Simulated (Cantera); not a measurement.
Input: 1 mol MgO, 4.3 mol C, 0.48 mol CO, 2.4 mol CH4, held at 1698 K and 0.203 Torr.

These are equilibrium values from Cantera (NASA tables, ideal gas, pure condensed phases), not measurements of a reactor. Candidate condensed phases: C, C6H6, C7H8, C8H18, H2O, Mg, MgCO3, MgO, Mg(OH)2; 116 gas species. The tables' values for MgH are old estimates; treat these amounts as uncertain. Equilibrium is a limit: real reactors are often held back by kinetics, nucleation or transport.

Base state: H2 0.653, CO 0.203, Mg 0.137, H 0.00711, C2H2 (acetylene) 4.71e-5, MgH 2.27e-5 (mole fractions); condensed: C(graphite).

Problem. What changes in the equilibrium state with this change: MgO replaced by Fe3O4?

Solution. 
```
species            before    after
----------------  -------  -------
H2                  0.653    0.501
CO                  0.203    0.470
Fe                      0   0.0226
Mg                  0.137        0
MgH               2.27e-5        0
C2H2 (acetylene)  4.71e-5  3.61e-5
H                 0.00711  0.00623
C(graphite), mol     5.70     2.70
Fe(δ), mol              0     2.79
```
Iron dissolves carbon and melts from about 1420 K in contact with it, which pure phases cannot show. Condensed phases not in the tables: cementite and carbon dissolved in iron. Further candidate phases: Fe, Fe(CO)5, FeO, Fe(OH)2, Fe(OH)3, Fe2O3, Fe3O4.

Problem. What changes in the equilibrium state with this change: temperature from 1698 K to 1375 K?

Solution. 
| species | before | after |
|---|---|---|
| H2 | 0.653 | 0.659 |
| CO | 0.203 | 0.203 |
| Mg | 0.137 | 0.137 |
| H | 0.00711 | 0.000169 |
| C2H2 (acetylene) | 4.71e-5 | 1.17e-6 |
| MgH | 2.27e-5 | 1.63e-5 |
| C(graphite), mol | 5.70 | 5.70 |
